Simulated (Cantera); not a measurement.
**Gas-phase reforming**

An isothermal, constant-pressure homogeneous reactor starts with 16.8 % CH₄, 82.1 % H₂O, 1.17 % H₂, at 1550 K and 22500 Torr.

Detailed kinetics in Cantera: GRI-Mech 3.0 (53 species, 325 reactions). The pressure lies above the range GRI-Mech 3.0 was tuned for (to about 10 atm).

| t (s) | x CH₄ | x H₂O | x H₂ | x CH₂CO | x C₂H₂ | x C₂H |
|---|---|---|---|---|---|---|
| 9.00e-6 | 0.167 | 0.821 | 0.0117 | <1e-12 | 3.29e-10 | <1e-12 |
| 4.19e-5 | 0.167 | 0.821 | 0.0118 | 3.24e-12 | 5.15e-8 | <1e-12 |
| 0.000195 | 0.166 | 0.821 | 0.0124 | 1.15e-9 | 4.14e-6 | <1e-12 |
| 0.000908 | 0.163 | 0.819 | 0.0162 | 2.82e-7 | 0.000279 | 1.24e-11 |
| 0.00422 | 0.146 | 0.808 | 0.0359 | 7.47e-6 | 0.00484 | 2.03e-10 |
| 0.0197 | 0.107 | 0.776 | 0.0886 | 2.15e-5 | 0.0157 | 6.28e-10 |
| 0.0915 | 0.0895 | 0.724 | 0.143 | 1.44e-5 | 0.0122 | 4.76e-10 |
| 0.426 | 0.0822 | 0.646 | 0.212 | 2.73e-6 | 0.00299 | 9.43e-11 |
| 1.98 | 0.0480 | 0.553 | 0.310 | 3.98e-7 | 0.000331 | 8.67e-12 |
| 9.23 | 0.0108 | 0.476 | 0.396 | 5.93e-8 | 8.14e-6 | <1e-12 |
| 43.0 | 8.68e-5 | 0.455 | 0.420 | 4.83e-10 | 4.45e-10 | <1e-12 |
| 200 | 3.09e-5 | 0.454 | 0.420 | 1.82e-10 | 5.68e-11 | <1e-12 |
x: mole fraction; the columns are a selection and need not sum to one.

Equilibrium at this temperature and pressure: CH₄ 3.20e-5, H₂O 0.454, H₂ 0.420, CH₂CO 1.91e-10, C₂H₂ 6.07e-11, C₂H <1e-12 (gas phase only).
